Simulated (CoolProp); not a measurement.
Vapour-liquid equilibrium of diethyl ether (1) + benzene (2) at 1.05 MPa; x and y are mole fractions of (1).

Computed with CoolProp (multi-fluid Helmholtz-energy mixture model, Thol 2014 and Thol 2012; pair parameters Bell 2016).

```json
[
 {"x": "0.05", "bubble temperature, mixture model (K)": "450.0", "bubble temperature, Raoult's law (K)": "449.3", "y, mixture model": "0.107", "y, Raoult's law": "0.132"},
 {"x": "0.15", "bubble temperature, mixture model (K)": "441.9", "bubble temperature, Raoult's law (K)": "440.3", "y, mixture model": "0.289", "y, Raoult's law": "0.342"},
 {"x": "0.25", "bubble temperature, mixture model (K)": "434.5", "bubble temperature, Raoult's law (K)": "432.5", "y, mixture model": "0.437", "y, Raoult's law": "0.499"},
 {"x": "0.35", "bubble temperature, mixture model (K)": "427.8", "bubble temperature, Raoult's law (K)": "425.6", "y, mixture model": "0.559", "y, Raoult's law": "0.621"},
 {"x": "0.45", "bubble temperature, mixture model (K)": "421.7", "bubble temperature, Raoult's law (K)": "419.6", "y, mixture model": "0.661", "y, Raoult's law": "0.717"},
 {"x": "0.55", "bubble temperature, mixture model (K)": "416.1", "bubble temperature, Raoult's law (K)": "414.1", "y, mixture model": "0.747", "y, Raoult's law": "0.793"},
 {"x": "0.65", "bubble temperature, mixture model (K)": "410.8", "bubble temperature, Raoult's law (K)": "409.2", "y, mixture model": "0.819", "y, Raoult's law": "0.855"},
 {"x": "0.75", "bubble temperature, mixture model (K)": "406.0", "bubble temperature, Raoult's law (K)": "404.7", "y, mixture model": "0.881", "y, Raoult's law": "0.906"},
 {"x": "0.85", "bubble temperature, mixture model (K)": "401.4", "bubble temperature, Raoult's law (K)": "400.7", "y, mixture model": "0.933", "y, Raoult's law": "0.949"},
 {"x": "0.95", "bubble temperature, mixture model (K)": "397.2", "bubble temperature, Raoult's law (K)": "396.9", "y, mixture model": "0.979", "y, Raoult's law": "0.984"}
]
```

The largest gap from Raoult's law is +2.2 K in bubble temperature, at x = 0.35. No azeotrope shows between x = 0.05 and 0.95.

Pair parameters are fitted to limited data, so mixtures are less certain than the pure fluids.
